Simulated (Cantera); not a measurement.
Equilibrium for silicon nitride deposition: trisilylamine + NH3 + H2

A closed system holds: 1 mol trisilylamine, 5.4 mol NH3, 0.11 mol H2, at 9.70 Pa.

Cantera equilibrium calculation (NASA polynomials, part measured and part estimated; ideal gas, pure solids and liquids). Candidate condensed phases: Si, Si3N4; 18 gas species. The feed counts by its element totals alone. The tables' values for SiN are old estimates; treat these amounts as uncertain. Gases not in the tables: Si2H6 and higher silanes. The numbers say what is thermodynamically allowed, not how fast it happens.

```csv
T (°C),x H2,x N2,x H,x Si,x SiH,x Si2,n Si3N4(s),n Si(s),n Si(l)
600,0.914,0.0863,4.54e-9,<1e-12,<1e-12,<1e-12,1.00,0,0
800,0.914,0.0863,1.36e-6,<1e-12,<1e-12,<1e-12,1.00,0,0
1000,0.914,0.0863,6.92e-5,1.75e-8,1.59e-9,<1e-12,1.00,0,0
1200,0.798,0.201,0.00115,5.64e-5,1.78e-6,5.93e-8,0,3.00,0
1400,0.786,0.199,0.0103,0.00431,6.36e-5,1.66e-5,0,2.93,0
1600,0.676,0.177,0.0539,0.0909,0.000686,0.000679,0,0,1.30
1800,0.512,0.153,0.191,0.142,0.000577,0.000242,0,0,0
```
x: gas mole fraction; n: condensed amount in mol.

From 600 °C to 1000 °C the condensed part is Si3N4(s). From 1200 °C to 1400 °C the condensed part is Si(s). At 1600 °C the condensed part is Si(l). At 1800 °C nothing is condensed.
